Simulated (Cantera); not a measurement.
Hydrocarbon pyrolysis for carbon deposition

A perfectly stirred reactor is fed with 42.1 % CH4, 54.7 % H2, 3.20 % N2, at 0.0197 atm; it is held at 1950 K, and followed from long to short residence time.

Detailed kinetics in Cantera: GRI-Mech 3.0 (53 species, 325 reactions). GRI-Mech 3.0 stops at C3 and has no aromatics, soot or wall deposition, so with more carbon than oxygen in the feed, carbon stays in small species such as C2H2 where larger ones or solid carbon would form. Radical loss at walls, strong at low pressure, is not modelled.

```tsv
τ (s)	x CH4	x H2	x CH3	x C2H4	x H
1.3	0.00912	0.818	0.00110	5.51e-5	0.00498
0.58	0.0159	0.814	0.00167	0.000102	0.00434
0.25	0.0277	0.806	0.00256	0.000222	0.00378
0.11	0.0464	0.793	0.00381	0.000498	0.00333
0.049	0.0744	0.773	0.00551	0.00109	0.00294
0.021	0.118	0.743	0.00783	0.00237	0.00257
0.0094	0.174	0.703	0.0104	0.00449	0.00220
0.0041	0.251	0.651	0.0126	0.00728	0.00175
0.0018	0.338	0.593	0.0123	0.00761	0.00118
0.00079	0.400	0.556	0.00755	0.00265	0.000566
```
x: mole fraction; the columns are a selection and need not sum to one.
